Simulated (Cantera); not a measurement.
Input: 1 mol Si3N4, 0.25 mol Si, 0.018 mol H2, equilibrated at 1800 °C and 0.488 Torr.

Cantera equilibrium calculation (NASA polynomials, part measured and part estimated; ideal gas, pure solids and liquids). The tables' values for SiN are old estimates; treat these amounts as uncertain. Equilibrium is a limit: real reactors are often held back by kinetics, nucleation or transport.

```json
[
 {"species": "H2", "before": "0.00411", "after": "0.589"},
 {"species": "N2", "before": "0.831", "after": "0.409"},
 {"species": "H", "before": "0.00662", "after": "0.00201"},
 {"species": "Si", "before": "0.154", "after": "9.85e-5"},
 {"species": "Si2", "before": "0.00189", "after": "1.21e-6"},
 {"species": "Si3", "before": "0.000390", "after": "2.50e-7"},
 {"species": "SiH2", "before": "6.52e-7", "after": "9.33e-5"},
 {"species": "SiN", "before": "0.000786", "after": "1.40e-5"},
 {"species": "Si2N", "before": "0.000966", "after": "1.72e-5"},
 {"species": "SiH", "before": "0.000144", "after": "4.37e-5"},
 {"species": "Si(l), mol", "before": "2.86", "after": "0.269"},
 {"species": "Si3N4(s), mol", "before": "0", "after": "0.994"}
]
```
Gas species are given as mole fractions.

Which change was made?
A. pressure from 0.488 Torr to 120 Torr
B. H2 from 0.018 to 0.25 mol
C. temperature from 1800 °C to 2450 °C
D. pressure from 0.488 Torr to 1 atm

D, pressure from 0.488 Torr to 1 atm. Mutual solubility and eutectic melting of coexisting phases are not modelled. Gases not in the tables: Si2H6 and higher silanes
